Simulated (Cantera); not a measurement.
Cantera run:

```python
import numpy as np
import cantera as ct

gas_names = [...]  # 110 gases of nasa_gas.yaml made of C, H, O
cond_names = """
    C(gr) C6H6(L) C7H8(L) C8H18(L),n-octa H2O(s) H2O(L)
""".split()


# ... load() reads the species with a 1 bar reference pressure and builds the phases ...
atoms = {
    'C2H5OH': {'C': 2, 'H': 6, 'O': 1},
    'H2O': {'H': 2, 'O': 1},
}
top_T = {'C(gr)': 4500}  # K; cautious upper limits of use, not melting points


# ... equilibrate(T, P, feed) seeds the gas with the atoms and calls Mixture.equilibrate('TP', solver="vcs", rtol=1e-11, max_steps=5000) ...
results = []
feed = {'C2H5OH': 1, 'H2O': 0.029}  # mol
P = 1700000  # Pa
for T in [1950, 1975, 2000, 2025, 2050, 2075, 2100, 2125, 2150, 2175, 2200, 2225]:
    mix = equilibrate(T, P, feed)
    results.append((T, P, feed, dict(zip(mix.species_names, mix.species_moles))))

top = {s: max(r[3][s] / sum(r[3][g] for g in gas_names) for r in results) for s in gas_names}
cols = sorted((s for s in top if top[s] > 1e-06), key=lambda s: -top[s])[:8]
seen = [c for c in cond_names if any(r[3].get(c, 0) > 1e-12 for r in results)]
print("log10 of partial pressures in bar; condensed amounts in mol")
print(f"{'T/K':>10s}" + "".join(f"{s[:9]:>10s}" for s in cols + seen))
for T, P, feed, n in results:
    ng = sum(n[g] for g in gas_names)
    print(f"{T:10.4g}" + "".join(f"{np.log10(max(n[s] / ng * P / 1e5, 1e-99)):10.3f}" for s in cols)
          + "".join(f"{n.get(c, 0):10.4g}" for c in seen))
```

Output:

```
log10 of partial pressures in bar; condensed amounts in mol
       T/K        H2        CO       CH4 C2H2,acet         H       H2O       CH3      C2H4     C(gr)
      1950     1.100     0.636    -1.114    -2.163    -2.391    -2.107    -3.305    -3.110    0.9509
      1975     1.100     0.636    -1.143    -2.088    -2.314    -2.152    -3.259    -3.098    0.9513
      2000     1.100     0.636    -1.172    -2.015    -2.239    -2.195    -3.215    -3.086    0.9515
      2025     1.100     0.636    -1.201    -1.943    -2.166    -2.238    -3.171    -3.075    0.9515
      2050     1.100     0.636    -1.228    -1.874    -2.094    -2.280    -3.129    -3.064    0.9513
      2075     1.100     0.635    -1.255    -1.806    -2.024    -2.320    -3.088    -3.053    0.9509
      2100     1.100     0.635    -1.281    -1.740    -1.956    -2.360    -3.048    -3.043    0.9503
      2125     1.100     0.635    -1.307    -1.676    -1.890    -2.398    -3.009    -3.033    0.9495
      2150     1.100     0.635    -1.332    -1.613    -1.825    -2.436    -2.971    -3.023    0.9485
      2175     1.100     0.635    -1.357    -1.551    -1.761    -2.473    -2.934    -3.013    0.9472
      2200     1.100     0.635    -1.381    -1.492    -1.699    -2.509    -2.898    -3.004    0.9457
      2225     1.100     0.635    -1.404    -1.433    -1.639    -2.544    -2.862    -2.995    0.9438
```

Equilibrium computed with Cantera from the NASA thermochemical tables; the gas is ideal and each condensed phase is pure.
